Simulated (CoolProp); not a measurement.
C2F6 (R116) at 389.02 K and 3.38 MPa is throttled through a valve to 2.36 MPa with no heat exchange. Each further row changes one setting.

The numbers come from the reference Helmholtz-energy equation of state, Lemmon 2006 in CoolProp. It is a short technical equation, of lower accuracy than the large ones.

| case | temperature change (K) | final phase | final density (kg/m³) |
|---|---|---|---|
| as stated | -4.5 | gas | 113 |
| outlet pressure 0.708 MPa | -12.0 | gas | 32.2 |
| outlet pressure 3.07 MPa | -1.4 | supercritical | 150 |
